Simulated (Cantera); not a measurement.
## Reactions in the system N-O-Ta

Cantera with NASA thermochemical tables; ideal gases at 1 bar, condensed phases pure. Values are per mole of reaction as written; species without (g) are pure solids or liquids, kept so even where they would boil at 1 bar.

TaO2(g) + N(g) ⇌ NO2(g) + Ta

```json
[
 {"T (K)": "2500", "ΔH° (kJ)": "-223.1", "ΔS° (J/K)": "-144.0", "ΔG° (kJ)": "137.0", "log10 K": "-2.86"},
 {"T (K)": "2600", "ΔH° (kJ)": "-221.6", "ΔS° (J/K)": "-143.4", "ΔG° (kJ)": "151.4", "log10 K": "-3.04"},
 {"T (K)": "2700", "ΔH° (kJ)": "-220.0", "ΔS° (J/K)": "-142.8", "ΔG° (kJ)": "165.7", "log10 K": "-3.21"},
 {"T (K)": "2800", "ΔH° (kJ)": "-218.2", "ΔS° (J/K)": "-142.2", "ΔG° (kJ)": "180.0", "log10 K": "-3.36"},
 {"T (K)": "2900", "ΔH° (kJ)": "-216.4", "ΔS° (J/K)": "-141.6", "ΔG° (kJ)": "194.1", "log10 K": "-3.50"}
]
```

2 Ta2O5 ⇌ 4 TaO2(g) + O2(g)

```json
[
 {"T (K)": "2500", "ΔH° (kJ)": "2764.6", "ΔS° (J/K)": "693.2", "ΔG° (kJ)": "1031.5", "log10 K": "-21.55"},
 {"T (K)": "2600", "ΔH° (kJ)": "2743.3", "ΔS° (J/K)": "684.9", "ΔG° (kJ)": "962.6", "log10 K": "-19.34"},
 {"T (K)": "2700", "ΔH° (kJ)": "2722.2", "ΔS° (J/K)": "676.9", "ΔG° (kJ)": "894.5", "log10 K": "-17.30"},
 {"T (K)": "2800", "ΔH° (kJ)": "2701.1", "ΔS° (J/K)": "669.2", "ΔG° (kJ)": "827.2", "log10 K": "-15.43"},
 {"T (K)": "2900", "ΔH° (kJ)": "2680.1", "ΔS° (J/K)": "661.9", "ΔG° (kJ)": "760.6", "log10 K": "-13.70"}
]
```
